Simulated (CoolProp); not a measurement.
Vapour-liquid equilibrium of cyclohexane (1) + n-octane (2) at 145.05 °C; x and y are mole fractions of (1).

Model: multi-fluid Helmholtz-energy mixture model, Zhou 2014 and Beckmüller 2019; pair parameters Bell 2016, in CoolProp.

Q: Give the bubble pressure and the first vapour's composition at x = 0.05, 0.65, 0.95. Is there an azeotrope?

A: x = 0.05: 0.1839 MPa, y = 0.122; x = 0.65: 0.3793 MPa, y = 0.830; x = 0.95: 0.4826 MPa, y = 0.980. No azeotrope shows between x = 0.05 and 0.95.

Pair parameters are fitted to limited data, so mixtures are less certain than the pure fluids.
